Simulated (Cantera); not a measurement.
An adiabatic, constant-pressure homogeneous reactor starts with 11.4 % CH4, 1.82 % C2H6, 0.694 % C3H8, 18.1 % O2, 68.0 % N2, at 1625 K and 630 Torr.

Computed with Cantera and GRI-Mech 3.0 (53 species, 325 reactions).

One state of this run: T (K) = 2674; x CH4 = 1.73e-12; x C2H6 = <1e-12; x C3H8 = <1e-12; x HCO = 2.25e-7; x C2H = <1e-12; x N2O = 4.09e-8. x: mole fraction; the columns are a selection and need not sum to one.

### Question
Which value of t (s) does it belong to?
A. 0.000547
B. 2.34e-5
C. 0.0619
D. 4.84e-6

### Answer
C, 0.0619
